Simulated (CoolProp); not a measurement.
R227EA along the isotherm 384.9 K: Z from the reference equation and from simpler models built on Tc = 374.9 K, pc = 2.925 MPa, ω = 0.358; each cubic takes its own stable root.

Computed with CoolProp (reference Helmholtz-energy equation of state, Lemmon 2016).

| p (MPa) | phase | reference | van der Waals | Peng-Robinson |
|---|---|---|---|---|
| 2.44 | gas | 0.6676 | 0.6879 | 0.6483 |
| 4.88 | supercritical | 0.2823 | 0.3840 | 0.3078 |
| 7.31 | supercritical | ? | 0.5118 | ? |
| 9.75 | supercritical | 0.4715 | 0.6416 | 0.4726 |
| 12.2 | supercritical | 0.5674 | 0.7698 | 0.5582 |
| 14.6 | supercritical | 0.6597 | 0.8930 | 0.6405 |
| 17.1 | supercritical | 0.7542 | 1.019 | 0.7246 |
| 19.5 | supercritical | 0.8435 | 1.139 | ? |
| 21.9 | supercritical | 0.9315 | 1.257 | 0.8822 |
| 24.4 | supercritical | 1.022 | 1.378 | 0.9625 |
| 26.8 | supercritical | 1.108 | 1.494 | 1.039 |
| 29.3 | supercritical | ? | 1.613 | 1.117 |

Q: What belongs in the gaps?

A: 
- 7.31, reference: 0.3747
- 7.31, Peng-Robinson: 0.3865
- 19.5, Peng-Robinson: 0.8040
- 29.3, reference: 1.196
